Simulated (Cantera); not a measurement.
Input: 1 mol Cu, 0.51 mol O2, 1.5 mol H2, at 1850 K and 0.000170 bar.

Cantera equilibrium calculation (NASA polynomials, part measured and part estimated; ideal gas, pure solids and liquids). Candidate condensed phases: Cu, CuO, Cu(OH)2, Cu2O, H2O; 12 gas species. Equilibrium is a limit: real reactors are often held back by kinetics, nucleation or transport.

Base state: H2O 0.400, Cu 0.396, H2 0.183, H 0.0177, OH 0.00285, O 0.000210, O2 0.000202, Cu2 6.62e-5 (mole fractions); condensed: gas only.

Q: What changes in the equilibrium state with this change: Cu replaced by Ti?

A: 
```json
[
 {"species": "H2", "before": "0.183", "after": "0.959"},
 {"species": "H", "before": "0.0177", "after": "0.0405"},
 {"species": "TiO", "before": "0", "after": "0.000278"},
 {"species": "H2O", "before": "0.400", "after": "0.000119"},
 {"species": "Cu", "before": "0.396", "after": "0"},
 {"species": "O2", "before": "0.000202", "after": "<1e-9"},
 {"species": "Cu2", "before": "6.62e-5", "after": "0"},
 {"species": "Ti", "before": "0", "after": "2.04e-5"},
 {"species": "O", "before": "0.000210", "after": "1.19e-8"},
 {"species": "TiO(s), mol", "before": "0", "after": "0.960"},
 {"species": "Ti2O3(s), mol", "before": "0", "after": "0.0198"}
]
```
Mutual solubility and eutectic melting of coexisting phases are not modelled. TiO: taken at fixed stoichiometry. Further candidate phases: Ti, TiO, TiO2, Ti2O3, Ti3O5, Ti4O7.
